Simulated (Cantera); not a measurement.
Equilibrium for silicon oxide and oxynitride deposition: SiCl4 + H2O + H2

Feed: 1 mol SiCl4, 0.79 mol H2O, 22 mol H2, at 7.50 Torr.

Method: chemical equilibrium by Gibbs-energy minimisation in Cantera with the NASA 1993 tables (ideal gas, pure condensed phases). Candidate condensed phases: H2O, Si, SiO2; 30 gas species. The tables' values for SiCl3, SiCl are old estimates; treat these amounts as uncertain. The tables hold silica as quartz up to 1696 K and as liquid above; real silica turns to tridymite and cristobalite and melts near 1996 K. Gases not in the tables: Si2H6 and higher silanes. Equilibrium is a limit: real reactors are often held back by kinetics, nucleation or transport.

From 625 K to 825 K the condensed part is SiO2(α-quartz). From 1025 K to 1425 K the condensed part is SiO2(β-quartz). From 1625 K to 2025 K nothing is condensed. The main Si-bearing gas is SiCl4 at 625 K and SiO at 2025 K.

```json
[
 {"T (K)": "625", "log p H2": "-2.04", "log p HCl": "-3.18", "log p SiO": "<-14", "log p SiCl4": "-3.60", "log p SiCl2": "<-14", "log p H": "<-14", "n SiO2(α-quartz)": "0.395", "n SiO2(β-quartz)": "0"},
 {"T (K)": "825", "log p H2": "-2.04", "log p HCl": "-3.18", "log p SiO": "<-14", "log p SiCl4": "-3.61", "log p SiCl2": "-9.05", "log p H": "-12.12", "n SiO2(α-quartz)": "0.395", "n SiO2(β-quartz)": "0"},
 {"T (K)": "1025", "log p H2": "-2.04", "log p HCl": "-3.16", "log p SiO": "-9.55", "log p SiCl4": "-3.67", "log p SiCl2": "-5.45", "log p H": "-9.38", "n SiO2(α-quartz)": "0", "n SiO2(β-quartz)": "0.395"},
 {"T (K)": "1225", "log p H2": "-2.06", "log p HCl": "-3.01", "log p SiO": "-6.10", "log p SiCl4": "-4.24", "log p SiCl2": "-3.86", "log p H": "-7.53", "n SiO2(α-quartz)": "0", "n SiO2(β-quartz)": "0.394"},
 {"T (K)": "1425", "log p H2": "-2.07", "log p HCl": "-2.93", "log p SiO": "-4.12", "log p SiCl4": "-5.68", "log p SiCl2": "-3.72", "log p H": "-6.20", "n SiO2(α-quartz)": "0", "n SiO2(β-quartz)": "0.299"},
 {"T (K)": "1625", "log p H2": "-2.09", "log p HCl": "-2.85", "log p SiO": "-3.51", "log p SiCl4": "-7.20", "log p SiCl2": "-4.09", "log p H": "-5.19", "n SiO2(α-quartz)": "0", "n SiO2(β-quartz)": "0"},
 {"T (K)": "1825", "log p H2": "-2.09", "log p HCl": "-2.86", "log p SiO": "-3.51", "log p SiCl4": "-8.22", "log p SiCl2": "-4.10", "log p H": "-4.40", "n SiO2(α-quartz)": "0", "n SiO2(β-quartz)": "0"},
 {"T (K)": "2025", "log p H2": "-2.09", "log p HCl": "-2.86", "log p SiO": "-3.51", "log p SiCl4": "-9.09", "log p SiCl2": "-4.15", "log p H": "-3.76", "n SiO2(α-quartz)": "0", "n SiO2(β-quartz)": "0"}
]
```
log p: log10 of the partial pressure in bar; n: condensed amount in mol.
